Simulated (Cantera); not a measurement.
Input: 1 mol CaCl₂, 0.018 mol HCl, 1.8 mol N₂, at 13.3 mbar.

These are equilibrium values from Cantera (NASA tables, ideal gas, pure condensed phases), not measurements of a reactor. Candidate condensed phases: Ca, CaCl₂, NH₄Cl; 16 gas species. Kinetics and transport are ignored.

log p: log10 of the partial pressure in bar; n: condensed amount in mol.

| T (K) | log p N₂ | log p HCl | log p CaCl₂ | log p Cl | log p H₂ | log p Cl₂ | log p H | n CaCl₂(s) | n CaCl₂(l) |
|---|---|---|---|---|---|---|---|---|---|
| 1025 | -1.88 | -3.88 | -7.26 | -8.09 | -8.37 | -9.68 | -12.55 | 1.000 | 0 |
| 1050 | -1.88 | -3.88 | ? | ? | ? | -9.62 | ? | 0 | 1.000 |
| 1075 | -1.88 | -3.88 | -6.57 | -7.74 | -8.03 | -9.57 | -11.85 | 0 | 1.000 |
| 1100 | -1.88 | -3.88 | -6.26 | -7.58 | -7.87 | -9.52 | -11.52 | 0 | 1.000 |
| 1125 | -1.88 | -3.88 | -5.96 | -7.42 | -7.72 | -9.47 | -11.21 | 0 | 1.000 |
| 1150 | -1.88 | -3.88 | ? | ? | ? | -9.43 | ? | 0 | 1.000 |
| 1175 | -1.88 | -3.88 | -5.41 | -7.13 | -7.43 | -9.39 | -10.63 | 0 | 0.999 |
| 1200 | -1.88 | -3.88 | -5.16 | -7.00 | -7.30 | -9.35 | -10.35 | 0 | 0.999 |
| 1225 | -1.88 | -3.88 | -4.91 | -6.87 | -7.17 | -9.31 | -10.09 | 0 | 0.998 |
| 1250 | -1.88 | -3.88 | -4.68 | -6.74 | -7.04 | -9.27 | -9.84 | 0 | 0.997 |
| 1275 | -1.88 | -3.88 | -4.45 | -6.62 | -6.92 | -9.24 | -9.59 | 0 | 0.995 |

Fill in the missing entries.


- 1150, log p CaCl₂: -5.68
- 1150, log p Cl: -7.28
- 1150, log p H₂: -7.57
- 1150, log p H: -10.91
- 1050, log p CaCl₂: -6.89
- 1050, log p Cl: -7.91
- 1050, log p H₂: -8.20
- 1050, log p H: -12.19
